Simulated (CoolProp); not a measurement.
Properties of 1,2-dichloroethane along the isobar 7.16 MPa.

Computed with CoolProp (reference Helmholtz-energy equation of state, Thol 2015).

```tsv
T (K)	phase	density (kg/m³)	Joule-Thomson coefficient (K/MPa)	expansivity (1/kK)
439.4	liquid	1029	-0.1385	?
444.9	liquid	1019	-0.1180	1.848
450.4	liquid	1009	-0.09601	1.900
455.9	liquid	998.0	?	1.956
461.4	liquid	987.1	?	?
466.9	liquid	976.1	-0.01939	2.080
472.5	liquid	964.6	0.01111	2.151
478	liquid	?	0.04385	2.227
483.5	liquid	941.2	0.07980	2.311
489	liquid	929.1	0.1195	2.403
494.5	liquid	916.7	?	2.505
500	liquid	?	0.2129	2.620
```

**Question.** What belongs in the gaps?

**Answer.** 
- 439.4, expansivity (1/kK): 1.799
- 455.9, Joule-Thomson coefficient (K/MPa): -0.07240
- 461.4, Joule-Thomson coefficient (K/MPa): -0.04694
- 461.4, expansivity (1/kK): 2.016
- 478, density (kg/m³): 953.0
- 494.5, Joule-Thomson coefficient (K/MPa): 0.1636
- 500, density (kg/m³): 903.8
